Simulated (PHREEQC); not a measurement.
Alkaline etch or developer: speciation

Make-up at 25 °C: 4.8 mmol/kgw LiOH and 16 mmol/kgw Na2CO3. Closed to the air; pH follows from the charge balance.

Computed with PHREEQC (ion-association model, phreeqc.dat).

Each row changes one thing in this solution. Precipitation was switched off in this run.

| case | pH | ionic strength (mol/kgw) | Na+ (mol/kgw) | CO3-2 (mol/kgw) | NaCO3- (mol/kgw) | HCO3- (mol/kgw) |
|---|---|---|---|---|---|---|
| as made | 11.62 | 0.0460 | 0.0288 | 0.0124 | 0.00322 | 0.000366 |
| temperature from 25 to 40 °C | 11.18 | 0.0419 | 0.0269 | 0.0102 | 0.00512 | 0.000648 |
| diluted 100-fold with water | 10.14 | 0.000433 | 0.000320 | 6.53e-5 | 3.53e-7 | 9.44e-5 |
| temperature from 25 to 75 °C | 10.41 | 0.0326 | 0.0227 | 0.00512 | 0.00930 | 0.00157 |
| temperature from 25 to 20 °C | 11.78 | 0.0472 | 0.0293 | 0.0130 | 0.00266 | 0.000294 |
| LiOH left out | 11.04 | 0.0404 | 0.0289 | 0.0115 | 0.00311 | 0.00133 |

Away from 25 °C the constants follow the database's enthalpies or fits; those with neither stay at their 25 °C values.
